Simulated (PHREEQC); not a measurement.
Make-up at 35 °C: 0.046 mol HF, 0.0013 mol NaF and 0.00026 mol H4SiO4 per kg of water. Closed to the air; pH follows from the charge balance.

Model: ion-association model, phreeqc.dat, run in PHREEQC.

Question: The ionic strength comes out as 0.00664 mol/kgw. What activity coefficients do F-, HF2-, SiF6-2, H+, Na+ get?

Answer: F- 0.91, HF2- 0.92, SiF6-2 0.71, H+ 0.92, Na+ 0.92.

This is a speciation only: nothing precipitates in the calculation. SiF6-2 is the database's only silicon fluoride.
